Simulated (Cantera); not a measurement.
A Cantera script and what it prints.

```python
import numpy as np
import cantera as ct

gas_names = """
    CL CL2 H HCL H2 N NH NH2 NH3 N2 N2H2 N2H4 Si SiCL SiCL2 SiCL3 SiCL4 SiH SiHCL3 SiH2 SiH2CL2 SiH3
    SiH3CL SiH4 SiN Si2 Si2N Si3
""".split()
cond_names = """
    NH4CL(a) NH4CL(b) Si(cr) Si(L) Si3N4(a)
""".split()


# ... load() reads the species with a 1 bar reference pressure and builds the phases ...
atoms = {
    'SiHCl3': {'Si': 1, 'H': 1, 'CL': 3},
    'N2': {'N': 2},
}
top_T = {'Si3N4(a)': 2400}  # K; cautious upper limits of use, not melting points


# ... equilibrate(T, P, feed) seeds the gas with the atoms and calls Mixture.equilibrate('TP', solver="vcs", rtol=1e-11, max_steps=5000) ...
results = []
T = 825  # K
P = 1333.22  # Pa
for m in [3.9, 6.8, 12, 20, 36, 62, 110, 190]:
    feed = {'SiHCl3': 1, 'N2': m}  # mol
    mix = equilibrate(T, P, feed)
    results.append((T, P, feed, dict(zip(mix.species_names, mix.species_moles))))

top = {s: max(r[3][s] / sum(r[3][g] for g in gas_names) for r in results) for s in gas_names}
cols = sorted((s for s in top if top[s] > 0.0001), key=lambda s: -top[s])[:6]
seen = [c for c in cond_names if any(r[3].get(c, 0) > 1e-12 for r in results)]
print("log10 of partial pressures in bar; condensed amounts in mol")
print(f"{'n(N2)':>10s}" + "".join(f"{s[:9]:>10s}" for s in cols + seen))
for T, P, feed, n in results:
    ng = sum(n[g] for g in gas_names)
    print(f"{feed['N2']:10.4g}" + "".join(f"{np.log10(max(n[s] / ng * P / 1e5, 1e-99)):10.3f}" for s in cols)
          + "".join(f"{n.get(c, 0):10.4g}" for c in seen))
```

It prints:

```
log10 of partial pressures in bar; condensed amounts in mol
     n(N2)        N2       HCL     SiCL4        H2  Si3N4(a)
       3.9    -2.020    -2.721    -2.822    -3.430    0.1432
       6.8    -1.962    -2.895    -3.027    -3.694    0.1466
        12    -1.926    -3.093    -3.253    -3.988    0.1497
        20    -1.906    -3.282    -3.466    -4.267    0.1524
        36    -1.893    -3.510    -3.717    -4.602    0.1551
        62    -1.885    -3.728    -3.953    -4.922    0.1572
       110    -1.881    -3.962    -4.203    -5.267    0.1591
       190    -1.878    -4.189    -4.442    -5.602    0.1607
```

Method: chemical equilibrium by Gibbs-energy minimisation in Cantera with the NASA 1993 tables (ideal gas, pure condensed phases). N2 is the only nitrogen source here; it is nearly inert below about 1500 K, so the nitride shown seldom forms there in practice.
